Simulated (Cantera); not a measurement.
Standard-state values (1 bar) from the NASA 1993 polynomials, evaluated with Cantera. Values are per mole of reaction as written; species without (g) are pure solids or liquids, kept so even where they would boil at 1 bar. TaC: taken at fixed stoichiometry.

3 C₂H₄(g) + 6 TaC → 6 Ta + 2 C₆H₆(g), with ΔH° = 872.8 kJ and ΔS° = -125.3 J/K at 300 K.

Task: How far is the shortcut ΔG° ≈ ΔH°(300 K) − T·ΔS°(300 K) from the full temperature-dependent value at 1675, 1700, 1725, 1750, 1775, 1800, 1825 K?

Result: 
| T (K) | shortcut (kJ) | full (kJ) | difference (kJ) | difference in log10 K |
|---|---|---|---|---|
| 1675 | 1082.6 | 1106.0 | -23.3 | 0.73 |
| 1700 | 1085.8 | 1109.6 | -23.8 | 0.73 |
| 1725 | 1088.9 | 1113.2 | -24.3 | 0.74 |
| 1750 | 1092.0 | 1116.8 | -24.8 | 0.74 |
| 1775 | 1095.2 | 1120.4 | -25.3 | 0.74 |
| 1800 | 1098.3 | 1124.0 | -25.7 | 0.75 |
| 1825 | 1101.4 | 1127.6 | -26.2 | 0.75 |
The shortcut ignores the heat-capacity change of the reaction.
